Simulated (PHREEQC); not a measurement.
Make-up at 55 °C: 0.11 mol/kgw KOH, 0.00088 mol/kgw CO2 and 0.00044 mol/kgw Na2CO3. Closed to the air; pH follows from the charge balance.

Equilibrium calculation in PHREEQC: ion-association model, phreeqc.dat.

Each row changes one thing in this solution. No solid was allowed to form.

```csv
case,pH,ionic strength (mol/kgw),Na+ (mol/kgw),NaCO3- (mol/kgw),HCO3- (mol/kgw),NaHCO3 (mol/kgw)
as made,12.04,0.112,0.000851,2.86e-5,7.68e-6,1.82e-9
0.061 mol/kgw KHSO4 added,11.65,[?],0.000802,2.23e-5,1.63e-5,3.26e-9
CO2 left out,[?],0.111,0.000870,9.77e-6,2.52e-6,6.11e-10
KOH from 0.11 to 0.055 mol/kgw,11.76,0.0571,0.000845,3.46e-5,1.69e-5,4.46e-9
KOH from 0.11 to 0.099 mol/kgw,12.00,0.101,0.000851,2.95e-5,8.66e-6,2.09e-9
temperature from 55 to 75 °C,11.59,0.112,0.000824,5.64e-5,1.90e-5,3.90e-9
0.012 mol/kgw HNO3 added,11.99,0.112,0.000851,2.86e-5,8.64e-6,2.04e-9
CO2 from 0.00088 to 0.0088 mol/kgw,[?],0.120,0.000715,0.000165,6.26e-5,1.23e-8
diluted 2-fold with water,11.77,0.0561,0.000431,8.97e-6,8.44e-6,1.14e-9
```

**Question.** Complete the blanks.

**Answer.** 
- 0.061 mol/kgw KHSO4 added, ionic strength (mol/kgw): 0.196
- CO2 left out, pH: 12.05
- CO2 from 0.00088 to 0.0088 mol/kgw, pH: 11.97

Away from 25 °C the constants follow the database's enthalpies or fits; those with neither stay at their 25 °C values.
